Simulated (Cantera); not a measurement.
A Cantera script and what it prints.

```python
import numpy as np
import cantera as ct

gas_names = """
    Br Br2 Mg MgBr MgBr2 MgO Mg2 O O2 O3
""".split()
cond_names = """
    Br2(cr) Br2(L) Mg(cr) Mg(L) MgBr2(s) MgBr2(L) MgO(s) MgO(L)
""".split()


# ... load() reads the species with a 1 bar reference pressure and builds the phases ...
atoms = {
    'MgO': {'Mg': 1, 'O': 1},
    'Br2': {'Br': 2},
    'O2': {'O': 2},
}
top_T = {}  # K; cautious upper limits of use, not melting points


# ... equilibrate(T, P, feed) seeds the gas with the atoms and calls Mixture.equilibrate('TP', solver="vcs", rtol=1e-11, max_steps=5000) ...
results = []
feed = {'MgO': 1, 'Br2': 0.26, 'O2': 2.1}  # mol
T = 1498  # K
for P in [1000, 3200, 10000, 32000, 100000, 320000, 1000000]:
    mix = equilibrate(T, P, feed)
    results.append((T, P, feed, dict(zip(mix.species_names, mix.species_moles))))

top = {s: max(r[3][s] / sum(r[3][g] for g in gas_names) for r in results) for s in gas_names}
cols = sorted((s for s in top if top[s] > 1e-06), key=lambda s: -top[s])[:5]
seen = [c for c in cond_names if any(r[3].get(c, 0) > 1e-12 for r in results)]
print("log10 of partial pressures in bar; condensed amounts in mol")
print(f"{'P/Pa':>10s}" + "".join(f"{s[:9]:>10s}" for s in cols + seen))
for T, P, feed, n in results:
    ng = sum(n[g] for g in gas_names)
    print(f"{P:10.4g}" + "".join(f"{np.log10(max(n[s] / ng * P / 1e5, 1e-99)):10.3f}" for s in cols)
          + "".join(f"{n.get(c, 0):10.4g}" for c in seen))
```

Result:

```
log10 of partial pressures in bar; condensed amounts in mol
      P/Pa        O2        Br       Br2     MgBr2         O    MgO(s)
      1000    -2.094    -2.719    -4.381    -6.058    -6.451    0.9998
      3200    -1.586    -2.246    -3.434    -5.365    -6.197    0.9997
     1e+04    -1.085    -1.821    -2.583    -4.765    -5.946    0.9996
   3.2e+04    -0.571    -1.440    -1.822    -4.261    -5.689    0.9996
     1e+05    -0.068    -1.115    -1.171    -3.862    -5.438    0.9997
   3.2e+05     0.444    -0.815    -0.573    -3.519    -5.182    0.9998
     1e+06     0.943    -0.542    -0.026    -3.222    -4.932    0.9999
```

These are equilibrium values from Cantera (NASA tables, ideal gas, pure condensed phases), not measurements of a reactor.
